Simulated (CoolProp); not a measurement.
Vapour-liquid equilibrium of carbon dioxide (1) + C2F6 (R116) (2) at 230.8 K; x and y are mole fractions of (1).

Computed with CoolProp (multi-fluid Helmholtz-energy mixture model, Span 1996 and Lemmon 2006; pair parameters Bell 2016).

```csv
x,"bubble pressure, mixture model (bar)","bubble pressure, Raoult's law (bar)","y, mixture model","y, Raoult's law"
0.05,5.660,5.172,0.149,0.089
0.125,6.707,5.490,0.318,0.210
0.2,7.672,5.808,0.438,0.317
0.275,8.496,6.127,0.523,0.413
0.35,9.152,6.445,0.584,0.500
0.425,9.644,6.763,0.630,0.578
0.5,9.991,7.081,0.665,0.650
0.575,10.22,7.400,0.694,0.715
0.65,10.37,7.718,0.719,0.775
0.725,10.44,8.036,0.745,0.830
0.8,10.43,8.355,0.776,0.881
0.875,10.28,8.673,0.821,0.929
0.95,9.834,8.991,0.902,0.972
```

The largest gap from Raoult's law is +42.6 % in bubble pressure, at x = 0.425. y crosses x between x = 0.725 and 0.8: the model has an azeotrope there.

The pair parameters rest on a limited set of measurements; away from them the model extrapolates.
